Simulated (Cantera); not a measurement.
A perfectly stirred reactor is fed with N2O : H2O = 1 : 0.17 (molar parts), at 0.0130 bar; it is held at 1148 K, and followed from long to short residence time.

Cantera simulation using GRI-Mech 3.0 (53 species, 325 reactions); the numbers are that mechanism's predictions, not measurements. GRI-Mech 3.0 was tuned for natural gas; its chemistry of N2O as a main component is partial and can be far from experiment. Radical loss at walls, strong at low pressure, is not modelled. The mechanism lacks the step 2 NO + O2 → 2 NO2, which can matter for NO2 below about 1400 K. The temperature is held fixed by assumption; the heat of reaction is taken as removed at once.

One state of this run: x N2O = 0.831; x H2O = 0.144; x O = 1.10e-6; x OH = 1.94e-5; x NO = 0.000840. x: mole fraction; the columns are a selection and need not sum to one.

Task: Which value of τ (s) does it belong to?
A. 4.0
B. 0.00042
C. 0.10
D. 0.0026

Result: A, 4.0
